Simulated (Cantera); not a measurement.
## Adiabatic ignition

An adiabatic, constant-volume homogeneous reactor starts with 10.5 % CH₄, 12.7 % H₂, 16.1 % O₂, 60.7 % N₂, equivalence ratio 1.7, at 1400 K and 1.80 bar.

Model: GRI-Mech 3.0 (53 species, 325 reactions), integrated in Cantera.

```json
[
 {"t (s)": "1.00e-6", "T (K)": "1400", "P (bar)": "1.80", "x CH₄": "0.105", "x H₂": "0.127", "x O₂": "0.161", "x CH₂O": "2.26e-10", "x CH₂": "<1e-12", "x NO": "<1e-12"},
 {"t (s)": "3.55e-6", "T (K)": "1400", "P (bar)": "1.80", "x CH₄": "0.105", "x H₂": "0.127", "x O₂": "0.161", "x CH₂O": "4.73e-9", "x CH₂": "<1e-12", "x NO": "<1e-12"},
 {"t (s)": "1.26e-5", "T (K)": "1400", "P (bar)": "1.80", "x CH₄": "0.105", "x H₂": "0.127", "x O₂": "0.161", "x CH₂O": "1.23e-7", "x CH₂": "2.54e-12", "x NO": "<1e-12"},
 {"t (s)": "4.47e-5", "T (K)": "1401", "P (bar)": "1.80", "x CH₄": "0.105", "x H₂": "0.126", "x O₂": "0.161", "x CH₂O": "3.36e-5", "x CH₂": "1.19e-8", "x NO": "1.18e-12"},
 {"t (s)": "0.000159", "T (K)": "2900", "P (bar)": "3.98", "x CH₄": "9.35e-12", "x H₂": "0.125", "x O₂": "0.000596", "x CH₂O": "1.61e-8", "x CH₂": "9.07e-12", "x NO": "0.000354"},
 {"t (s)": "0.000563", "T (K)": "2906", "P (bar)": "3.99", "x CH₄": "1.16e-11", "x H₂": "0.126", "x O₂": "0.000510", "x CH₂O": "1.68e-8", "x CH₂": "1.00e-11", "x NO": "0.00157"},
 {"t (s)": "0.00200", "T (K)": "2905", "P (bar)": "3.99", "x CH₄": "1.17e-11", "x H₂": "0.126", "x O₂": "0.000505", "x CH₂O": "1.68e-8", "x CH₂": "1.00e-11", "x NO": "0.00177"},
 {"t (s)": "0.00710", "T (K)": "2905", "P (bar)": "3.99", "x CH₄": "1.17e-11", "x H₂": "0.126", "x O₂": "0.000505", "x CH₂O": "1.68e-8", "x CH₂": "1.00e-11", "x NO": "0.00177"},
 {"t (s)": "0.0252", "T (K)": "2905", "P (bar)": "3.99", "x CH₄": "1.17e-11", "x H₂": "0.126", "x O₂": "0.000505", "x CH₂O": "1.68e-8", "x CH₂": "1.00e-11", "x NO": "0.00177"},
 {"t (s)": "0.0894", "T (K)": "2905", "P (bar)": "3.99", "x CH₄": "1.17e-11", "x H₂": "0.126", "x O₂": "0.000505", "x CH₂O": "1.68e-8", "x CH₂": "1.00e-11", "x NO": "0.00177"},
 {"t (s)": "0.317", "T (K)": "2905", "P (bar)": "3.99", "x CH₄": "1.17e-11", "x H₂": "0.126", "x O₂": "0.000505", "x CH₂O": "1.68e-8", "x CH₂": "1.00e-11", "x NO": "0.00177"},
 {"t (s)": "1.13", "T (K)": "2905", "P (bar)": "3.99", "x CH₄": "1.17e-11", "x H₂": "0.126", "x O₂": "0.000505", "x CH₂O": "1.68e-8", "x CH₂": "1.00e-11", "x NO": "0.00177"},
 {"t (s)": "4.00", "T (K)": "2905", "P (bar)": "3.99", "x CH₄": "1.17e-11", "x H₂": "0.126", "x O₂": "0.000505", "x CH₂O": "1.68e-8", "x CH₂": "1.00e-11", "x NO": "0.00177"}
]
```
x: mole fraction; the columns are a selection and need not sum to one.

| Quantity | Result |
|---|---|
| time of steepest temperature rise | 0.139 ms |
| temperature at 4.00 s | 2905 K |
| equilibrium temperature | 2905 K |
| x(CH₄) at 4.00 s | 1.17e-11 (gas-phase equilibrium 1.34e-11) |
| x(H₂) at 4.00 s | 0.126 (gas-phase equilibrium 0.126) |
| x(O₂) at 4.00 s | 0.000505 (gas-phase equilibrium 0.000505) |
